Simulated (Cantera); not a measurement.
Feed: 1 mol CH3SiH3, 0.0091 mol C3H8, 190 mol H2, equilibrated at 73000 Pa.

These are equilibrium values from Cantera (NASA tables, ideal gas, pure condensed phases), not measurements of a reactor. Candidate condensed phases: C, C6H6, C7H8, C8H18, Si, SiC; 87 gas species. The feed counts by its element totals alone. Gases not in the tables: Si2H6 and higher silanes. Equilibrium is a limit: real reactors are often held back by kinetics, nucleation or transport.

x: gas mole fraction; n: condensed amount in mol.

```csv
T (K),x H2,x H,x Si,x C2H2 (acetylene),x SiH,n SiC(s)
1023,1.000,4.85e-9,<1e-12,<1e-12,<1e-12,1.000
1223,1.000,3.52e-7,<1e-12,3.32e-11,(withheld),1.000
1423,1.000,7.77e-6,2.18e-10,8.90e-9,(withheld),1.000
1623,1.000,8.09e-5,1.87e-8,5.89e-7,(withheld),1.000
1823,0.999,0.000507,6.90e-7,1.16e-5,(withheld),0.999
2023,0.998,0.00222,1.80e-5,5.95e-5,(withheld),0.989
2223,0.992,0.00747,0.000237,0.000269,(withheld),0.907
2423,0.975,0.0205,0.00169,0.00135,(withheld),0.421
2623,0.945,0.0479,0.00349,0.00228,(withheld),0
```

Problem. What belongs in the gaps?

Solution. 
- 1223, x SiH: 6.50e-12
- 1423, x SiH: 8.36e-10
- 1623, x SiH: 3.21e-8
- 1823, x SiH: 6.30e-7
- 2023, x SiH: 9.88e-6
- 2223, x SiH: 8.53e-5
- 2423, x SiH: 0.000424
- 2623, x SiH: 0.000640
